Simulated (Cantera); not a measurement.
Charge: 1 mol CuO, 1.1 mol CH4, 0.13 mol CO, equilibrated at 2300 K.

Cantera equilibrium calculation (NASA polynomials, part measured and part estimated; ideal gas, pure solids and liquids). Candidate condensed phases: C, C6H6, C7H8, C8H18, Cu, CuO, Cu(OH)2, Cu2O, H2O; 113 gas species. Equilibrium is a limit: real reactors are often held back by kinetics, nucleation or transport.

x: gas mole fraction; n: condensed amount in mol.

```tsv
P (Pa)	x H2	x H	x CO	x Cu	x C2H2 (acetylene)	x Cu2	n C(graphite)	n Cu(l)
10	0.189	0.421	0.206	0.182	0.000819	6.83e-7	0.0867	0
52	…	…	0.229	0.203	…	…	0.0851	0
270	0.416	0.120	0.245	0.217	0.00180	2.61e-5	0.0831	0
1400	0.464	0.0557	0.254	0.224	0.00201	0.000145	0.0819	0
7200	0.487	…	0.258	0.227	0.00211	…	0.0814	0
37000	0.562	0.0119	0.293	0.130	0.00243	0.00128	0.0810	0.489
190000	0.636	0.00560	0.330	0.0253	0.00275	0.000250	0.0804	0.912
1000000	0.651	0.00247	0.338	0.00481	0.00281	4.75e-5	0.0779	0.984
```

Complete the blanks.


- 52, x H2: 0.324
- 52, x H: 0.242
- 52, x C2H2 (acetylene): 0.00140
- 52, x Cu2: 4.41e-6
- 7200, x H: 0.0252
- 7200, x Cu2: 0.000761
